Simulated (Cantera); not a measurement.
What does this Cantera script print?

```python
import numpy as np
import cantera as ct

gas_names = """
    CL CL2 N N2 Si SiCL SiCL2 SiCL3 SiCL4 SiN Si2 Si2N Si3
""".split()
cond_names = """
    Si(cr) Si(L) Si3N4(a)
""".split()


# ... load() reads the species with a 1 bar reference pressure and builds the phases ...
atoms = {
    'SiCl4': {'Si': 1, 'CL': 4},
    'N2': {'N': 2},
}
top_T = {'Si3N4(a)': 2400}  # K; cautious upper limits of use, not melting points


# ... equilibrate(T, P, feed) seeds the gas with the atoms and calls Mixture.equilibrate('TP', solver="vcs", rtol=1e-11, max_steps=5000) ...
results = []
feed = {'SiCl4': 1, 'N2': 82}  # mol
T = 1198  # K
P = 23  # Pa
mix = equilibrate(T, P, feed)
results.append((T, P, feed, dict(zip(mix.species_names, mix.species_moles))))
x = sorted(zip(gas.X, gas.species_names), reverse=True)
print(f"T = {T:g} K  P = {P:g} Pa  gas = {mix.phase_moles(0):.4g} mol")
print("   x: " + "  ".join(f"{s} {v:.3e}" for v, s in x if v > 0.001))
print("   condensed (mol): " + ("  ".join(f"{mix.phase(i).name} {mix.phase_moles(i):.4g}"
      for i in range(1, mix.n_phases) if mix.phase_moles(i) > 1e-12) or "none"))
```

It prints:

```
T = 1198 K  P = 23 Pa  gas = 83.02 mol
   x: N2 9.878e-01  SiCL4 1.186e-02
   condensed (mol): none
```

These are equilibrium values from Cantera (NASA tables, ideal gas, pure condensed phases), not measurements of a reactor. The tables' values for SiCl3 are old estimates; treat these amounts as uncertain.
